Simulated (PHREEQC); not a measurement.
Reverse-osmosis permeate: speciation

A made-up water analysis in mmol/kgw, 55 °C, pH 5.76, pe 12.7: Na 0.00604; K 0.0106; Ca 0.0832; Mg 0.0166; Cl 0.0349; S(6) 0.0262; Alkalinity (meq/kgw) 0.123; Li 0.00238; B 0.000167.

Valence states are taken as typed.

Model: ion-association model, wateq4f.dat, run in PHREEQC.

Precipitation was switched off in this run.

Problem. Predict the charge-balance error.

Solution. charge-balance error 1.9 %.

Problem. In which forms is S present?

Solution. SO4-2 98 %, CaSO4 1.7 %, MgSO4 0.6 % of the S.

Constants without temperature data keep their 25 °C values here.
